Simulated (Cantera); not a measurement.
A freely propagating, adiabatic, planar premixed flame of H2 : O2 : N2 : H2O = 1 : 0.312 : 1.17 : 0.18 (molar parts), equivalence ratio 1.6, unburnt at 600 K and 143 Torr; mixture-averaged transport, grid criteria slope 0.08 and curve 0.16, no radiation.

Computed with Cantera and the H2/O2 subset of GRI-Mech 3.0, which has no nitrogen chemistry. Burning velocities carry a grid error of a few per cent, more on coarse grids.

x: mole fraction of selected species; z is measured from the peak of heat release.

| z (mm) | T (K) | u (m/s) | x H2 | x O2 | x H2O | x O | x H | x H2O2 |
|---|---|---|---|---|---|---|---|---|
| -11.4 | 600 | 6.97 | 0.376 | 0.117 | 0.0676 | <1e-8 | <1e-8 | <1e-8 |
| -7.58 | 600 | 6.97 | 0.376 | 0.117 | 0.0676 | <1e-8 | <1e-8 | <1e-8 |
| -5.69 | 600 | 6.97 | 0.376 | 0.117 | 0.0676 | <1e-8 | <1e-8 | <1e-8 |
| -3.79 | 600 | 6.97 | 0.376 | 0.117 | 0.0676 | <1e-8 | 1.11e-7 | <1e-8 |
| -1.90 | 608 | 7.05 | 0.374 | 0.117 | 0.0682 | 7.07e-6 | 0.000277 | 7.93e-7 |
| -0.948 | … | 8.53 | 0.351 | 0.113 | … | … | … | … |
| 0 | 1123 | 12.5 | 0.227 | 0.0706 | 0.172 | 0.00469 | 0.0663 | 6.17e-7 |
| 0.948 | 1379 | 15.2 | 0.126 | 0.0147 | 0.278 | 0.00622 | 0.106 | 6.63e-7 |
| 1.90 | 1481 | 16.2 | 0.118 | 0.00713 | 0.294 | 0.00550 | 0.103 | 5.69e-7 |
| 3.79 | 1597 | 17.3 | 0.124 | 0.00550 | 0.299 | 0.00497 | 0.0887 | 4.05e-7 |
| 7.58 | 1723 | 18.5 | 0.131 | 0.00432 | 0.305 | 0.00413 | 0.0728 | 2.38e-7 |
| 15.2 | 1855 | 19.7 | 0.137 | 0.00305 | 0.311 | 0.00304 | 0.0568 | 1.27e-7 |
| 30.3 | 1981 | 20.9 | 0.142 | 0.00188 | 0.319 | 0.00193 | 0.0417 | 6.52e-8 |

Task: What belongs in the gaps?

Result: 
- -0.948, T (K): 745
- -0.948, x H2O: 0.0812
- -0.948, x O: 0.000226
- -0.948, x H: 0.00856
- -0.948, x H2O2: 1.48e-6
